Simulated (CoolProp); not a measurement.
A closed Brayton cycle with dry air: compressor inlet 332.15 K and 6.6 MPa, high pressure 16.9 MPa, turbine inlet 810 K, compressor efficiency 0.89, turbine efficiency 0.85, recuperator effectiveness 0 (on enthalpy, no pinch check). Each further row changes one setting.

Model: reference Helmholtz-energy equation of state, Lemmon 2000, in CoolProp. It is a pseudo-pure fit of the blend.

```
case                           thermal efficiency (%)  net work (kJ/kg)  compressor to turbine work  compressor exit (K)  turbine exit (K)
-----------------------------  ----------------------  ----------------  --------------------------  -------------------  ----------------
as stated                                        13.0              51.8                        0.70                448.5             657.7
turbine inlet 760 K                              12.0              41.2                           ?                448.5             615.6
compressor inlet 342.15 K                        12.5              48.0                           ?                461.7             657.7
high pressure 14.4 MPa                           11.5                 ?                        0.67                426.5             681.4
recuperator effectiveness 0.5                    18.0              51.8                        0.70                448.5             657.7
```

### Question
What belongs in the gaps?

### Answer

- turbine inlet 760 K, compressor to turbine work: 0.74
- compressor inlet 342.15 K, compressor to turbine work: 0.72
- high pressure 14.4 MPa, net work (kJ/kg): 48.4
